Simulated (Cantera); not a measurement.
Feed: 1 mol SiO₂, 5.5 mol CO, 2.8 mol H₂, 1.3 mol CH₄, held at 100 Torr.

Cantera equilibrium calculation (NASA polynomials, part measured and part estimated; ideal gas, pure solids and liquids). Candidate condensed phases: C, C₆H₆, C₇H₈, C₈H₁₈, H₂O, Si, SiC, SiO₂; 123 gas species. The tables hold silica as quartz up to 1696 K and as liquid above; real silica turns to tridymite and cristobalite and melts near 1996 K. Rates play no part.

Over these rows the condensed part is C(graphite) + SiO₂(β-quartz). Partial pressures as log10 of bar:

```json
[
 {"T (K)": "1075", "1000/T (1/K)": "0.9302", "log p CO₂": "-3.22", "log p CO": "-1.18", "log p H₂": "-1.18"},
 {"T (K)": "1125", "1000/T (1/K)": "0.8889", "log p CO₂": "-3.58", "log p CO": "-1.18", "log p H₂": "-1.18"},
 {"T (K)": "1175", "1000/T (1/K)": "0.8511", "log p CO₂": "-3.91", "log p CO": "-1.17", "log p H₂": "-1.18"},
 {"T (K)": "1225", "1000/T (1/K)": "0.8163", "log p CO₂": "?", "log p CO": "-1.17", "log p H₂": "-1.18"},
 {"T (K)": "1275", "1000/T (1/K)": "0.7843", "log p CO₂": "-4.50", "log p CO": "-1.17", "log p H₂": "-1.18"},
 {"T (K)": "1325", "1000/T (1/K)": "0.7547", "log p CO₂": "-4.76", "log p CO": "-1.17", "log p H₂": "-1.18"}
]
```

Task: Fit log p(CO₂) = a + b·(1000/T) to the five rows, give the apparent enthalpy, and predict the row at 1225 K.

Result: Means: 1000/T = 0.8418, log p = -3.994. Sxy = 0.184516, Sxx = 0.0210121, so b = 8.78 and a = -3.994 − (8.78)×0.8418 = -11.39.
Apparent enthalpy: −19.145 × (8.78) = -168 kJ/mol. With the condensed phases at unit activity, 2 CO(g) = CO₂(g) + C(graphite) links this pressure to the main gases: over the six rows their terms move log p by +0.02 in all, so the slope is close to that reaction's ΔH°. The five rows lie within 0.01 of the line.
Prediction at 1225 K: -11.39 + (8.78)×0.8163 = -4.22. The computed value is -4.22, 0.00 from the line.
